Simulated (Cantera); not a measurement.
## Sublimation and decomposition of ceramics: SiC + H₂

Charge: 1 mol SiC, 6.3 mol H₂, held at 2448.15 K and 4.70 bar.

Method: chemical equilibrium by Gibbs-energy minimisation in Cantera with the NASA 1993 tables (ideal gas, pure condensed phases). Candidate condensed phases: C, C₆H₆, C₇H₈, C₈H₁₈, Si, SiC; 87 gas species. Gases not in the tables: Si₂H₆ and higher silanes. Kinetics and transport are ignored.

```
Item                                        Value
--------------------------------------  ---------
x(H₂)                                       0.988
x(H)                                      0.00914
x(C₂H₂ (acetylene))                      0.000656
x(SiH₂)                                  0.000638
x(Si)                                    0.000519
x(SiH)                                   0.000320
x(CH₄)                                   0.000208
x(Si₂C)                                   6.48e-5
x(CH₃)                                    3.50e-5
n(SiC(s))                               0.990 mol
gas amount                              6.332 mol
log10 activity of Si(l) (absent)            -0.12
log10 activity of C(graphite) (absent)      -0.56
```
